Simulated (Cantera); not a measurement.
What does this Cantera script print?

```python
import numpy as np
import cantera as ct

gas_names = """
    Hg N N2
""".split()
cond_names = """
    Hg(cr) Hg(L)
""".split()


def load(file, names, dense=False):
    # The tables refer to 1 bar. Condensed volumes are neglected.
    table = {s.name: s for s in ct.Species.list_from_file(file)}
    out = []
    for n in names:
        d = dict(table[n].input_data)
        d["thermo"] = dict(d["thermo"], **{"reference-pressure": 1e5})
        if dense:
            d["equation-of-state"] = {"model": "constant-volume", "density": "1e6 g/cm^3"}
        out.append(ct.Species.from_dict(d))
    return out


gas = ct.Solution(thermo="ideal-gas", species=load("nasa_gas.yaml", gas_names))
cond = {s.name: ct.Solution(thermo="fixed-stoichiometry", species=[s], name=s.name)
        for s in load("nasa_condensed.yaml", cond_names, dense=True)}
atoms = {
    'Hg': {'Hg': 1},
    'N2': {'N': 2},
}
top_T = {}  # K; cautious upper limits of use, not melting points


def equilibrate(T, P, feed):
    n = {}
    for name, mol in feed.items():
        for a, k in atoms[name].items():
            n[a] = n.get(a, 0.0) + k * mol
    gas.TPX = T, P, n
    mass = sum(n.values()) * gas.mean_molecular_weight
    gas.equilibrate("TP")
    valid = [c for c in cond.values() if c.min_temp <= T <= top_T.get(c.name, c.max_temp)]
    mix = ct.Mixture([(gas, mass / gas.mean_molecular_weight)] + [(c, 0.0) for c in valid])
    mix.T, mix.P = T, P
    mix.equilibrate("TP", solver="vcs", rtol=1e-11, max_steps=5000)
    return mix


results = []
feed = {'Hg': 1, 'N2': 5.3}  # mol
T = 800  # K
P = 58000  # Pa
mix = equilibrate(T, P, feed)
results.append((T, P, feed, dict(zip(mix.species_names, mix.species_moles))))
x = sorted(zip(gas.X, gas.species_names), reverse=True)
print(f"T = {T:g} K  P = {P:g} Pa  gas = {mix.phase_moles(0):.4g} mol")
print("   x: " + "  ".join(f"{s} {v:.3e}" for v, s in x if v > 0.001))
print("   condensed (mol): " + ("  ".join(f"{mix.phase(i).name} {mix.phase_moles(i):.4g}"
      for i in range(1, mix.n_phases) if mix.phase_moles(i) > 1e-12) or "none"))
```

Result:

```
T = 800 K  P = 58000 Pa  gas = 6.3 mol
   x: N2 8.413e-01  Hg 1.587e-01
   condensed (mol): none
```

Cantera equilibrium calculation (NASA polynomials, part measured and part estimated; ideal gas, pure solids and liquids).
